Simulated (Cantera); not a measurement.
Transport properties of process gases

Gas mixture: 100 % N2O, at 100.0 Torr, frozen composition.

Cantera's kinetic-theory transport with the Lennard-Jones parameters of GRI-Mech 3.0, ideal gas; thermal conductivity in the multicomponent form. The composition is frozen, though it would react at the higher temperatures.

| T (K) | ρ (kg/m³) | cp (J/kg/K) | μ (µPa s) | λ (mW/m/K) | Pr | D (cm²/s) O | D (cm²/s) H | D (cm²/s) C2H2 |
|---|---|---|---|---|---|---|---|---|
| 400 | 0.176 | 970.3 | 19.5 | 25.3 | 0.746 | 3.19 | 12.6 | 1.60 |
| 500 | 0.141 | 1043 | 23.6 | 33.0 | 0.745 | 4.72 | 18.9 | 2.41 |
| 600 | 0.118 | 1101 | 27.3 | 40.4 | 0.744 | 6.47 | 26.1 | 3.35 |
| 700 | 0.101 | 1150 | 30.8 | 47.7 | 0.743 | 8.42 | 34.1 | 4.40 |
| 800 | 0.0882 | 1192 | 34.0 | 54.7 | 0.742 | 10.6 | 43.0 | 5.56 |
| 900 | 0.0784 | 1227 | 37.1 | 61.4 | 0.741 | 12.9 | 52.6 | 6.82 |
| 1000 | 0.0706 | 1255 | 40.0 | 67.9 | 0.740 | 15.4 | 62.9 | 8.17 |
| 1100 | 0.0642 | 1275 | 42.8 | 73.9 | 0.739 | 18.1 | 73.9 | 9.62 |
| 1200 | 0.0588 | 1294 | 45.5 | 79.8 | 0.738 | 20.9 | 85.6 | 11.2 |
D: mixture-averaged diffusion coefficient of that species in the mixture.
